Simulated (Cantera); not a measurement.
SiO2 + Al2O3 + H2 (silicates and aluminates)

Feed: 1 mol SiO2, 0.29 mol Al2O3, 0.45 mol H2, held at 798.15 K and 0.100 bar.

Method: chemical equilibrium by Gibbs-energy minimisation in Cantera with the NASA 1993 tables (ideal gas, pure condensed phases). Candidate condensed phases: Al, Al2O3, Al2SiO5, Al6Si2O13, H2O, Si, SiO2; 28 gas species. Condensed phases not in the tables: alloys, solid solutions and most ternary compounds. The numbers say what is thermodynamically allowed, not how fast it happens.

```json
{
  "x(H2)": "1.00",
  "n(Al2SiO5(andalusite))": "0.290 mol",
  "n(SiO2(α-quartz))": "0.710 mol",
  "gas_amount": "0.4500 mol",
  "log10 activity of Al6Si2O13(mullite) (absent)": "-1.14",
  "log10 activity of Si(s) (absent)": "-2.90",
  "log10 activity of Al(s) (absent)": "-11.42"
}
```
